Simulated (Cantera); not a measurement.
# Ignition delay

Mixture: 6.02 % CH4, 0.313 % CO, 19.7 % O2, 74.0 % N2, at 9.20 bar, adiabatic and at constant volume. Ignition delay is the time to a rise of 400 K.

Model: GRI-Mech 3.0 (53 species, 325 reactions), integrated in Cantera.

```csv
T0 (K),delay (ms)
1225,3.08
1300,1.26
1375,0.552
1450,0.257
1525,0.127
1600,0.0662
1675,0.0364
1750,0.0211
```

| Quantity | Result |
|---|---|
| apparent activation energy between 1600 and 1750 K | 180 kJ/mol |
